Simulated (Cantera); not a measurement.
Predominance diagram of Zr at 1000 K against the partial pressures of O2 and N2 (log10, bar). Source: NASA polynomial tables (part measured, part estimated), evaluated in Cantera. Candidates: Zr(α), ZrN(s), ZrO2(monoclinic). Only these pure phases compete in this equilibrium. ZrN: taken at fixed stoichiometry.

Which phase is stable at these pairs, and which metal-bearing vapour leads over it? (-41.5, -4.6); (-10.4, -11.1); (-45, -13); (-3.5, -9.3); (-34.6, -6.5); (-34.6, -0.9); (-38.1, -12.1)


```tsv
log p(O2)	log p(N2)	phase	chief vapour	log p (bar)
-41.5	-4.6	ZrN(s)	ZrO	-32.5
-10.4	-11.1	ZrO2(monoclinic)	ZrO2	-31.1
-45	-13	ZrN(s)	ZrO	-30.0
-3.5	-9.3	ZrO2(monoclinic)	ZrO2	-31.1
-34.6	-6.5	ZrO2(monoclinic)	ZrO	-30.0
-34.6	-0.9	ZrN(s)	ZrO	-30.9
-38.1	-12.1	ZrO2(monoclinic)	ZrO	-28.2
```
